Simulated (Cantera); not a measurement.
## Gas activation for diamond growth

An isothermal, constant-pressure homogeneous reactor starts with 0.928 % CH₄, 96.7 % H₂, 2.42 % CO₂, at 2750 K and 203 Torr.

Model: GRI-Mech 3.0 (53 species, 325 reactions), integrated in Cantera.

```tsv
t (s)	x CH₄	x H₂	x CO₂	x CO	x C₂H₆
9.00e-6	0.00814	0.959	0.0229	0.00120	1.58e-7
4.16e-5	0.00541	0.927	0.00886	0.0150	3.99e-7
0.000192	0.000795	0.897	8.57e-5	0.0249	1.67e-8
0.000888	0.000113	0.877	7.69e-5	0.0296	4.51e-10
0.00411	3.25e-10	0.844	7.08e-5	0.0309	<1e-12
0.0190	1.31e-10	0.834	7.06e-5	0.0308	<1e-12
0.0877	1.31e-10	0.834	7.06e-5	0.0308	<1e-12
0.405	1.31e-10	0.834	7.06e-5	0.0308	<1e-12
1.87	1.31e-10	0.834	7.06e-5	0.0308	<1e-12
8.66	1.31e-10	0.834	7.06e-5	0.0308	<1e-12
40.0	1.31e-10	0.834	7.06e-5	0.0308	<1e-12
```
x: mole fraction; the columns are a selection and need not sum to one.

Equilibrium at this temperature and pressure: CH₄ 1.42e-10, H₂ 0.834, CO₂ 7.06e-5, CO 0.0308, C₂H₆ <1e-12 (gas phase only).
